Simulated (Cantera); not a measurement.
# Gas activation for diamond growth

An isothermal, constant-pressure homogeneous reactor starts with 0.479 % CH₄, 97.7 % H₂, 1.86 % O₂, equivalence ratio 27, at 2825 K and 11.3 Torr.

Detailed kinetics in Cantera: GRI-Mech 3.0 (53 species, 325 reactions). Radical loss at walls, strong at low pressure, is not modelled. The temperature is held fixed by assumption; the heat of reaction is taken as removed at once.

```csv
t (s),x CH₄,x H₂,x O₂,x CH₂,x C₂H₄,x CO,x H₂O
2.00e-5,0.00461,0.975,0.0184,4.93e-7,1.29e-8,6.30e-8,0.000219
8.87e-5,0.00410,0.966,0.0160,8.18e-6,5.56e-7,8.92e-6,0.00479
0.000394,0.00203,0.914,0.000289,0.000135,8.00e-6,0.000367,0.0353
0.00175,0.000578,0.902,4.00e-7,7.20e-5,1.36e-6,0.00154,0.0342
0.00775,4.80e-5,0.880,6.97e-7,1.25e-5,3.81e-8,0.00407,0.0309
0.0344,5.03e-12,0.811,2.59e-6,5.55e-12,<1e-12,0.00443,0.0283
0.152,<1e-12,0.626,1.69e-5,<1e-12,<1e-12,0.00397,0.0222
0.676,<1e-12,0.477,4.30e-5,<1e-12,<1e-12,0.00359,0.0163
3.00,<1e-12,0.469,4.47e-5,<1e-12,<1e-12,0.00357,0.0159
```
x: mole fraction; the columns are a selection and need not sum to one.

Equilibrium at this temperature and pressure: CH₄ <1e-12, H₂ 0.469, O₂ 4.47e-5, CH₂ <1e-12, C₂H₄ <1e-12, CO 0.00357, H₂O 0.0159 (gas phase only).
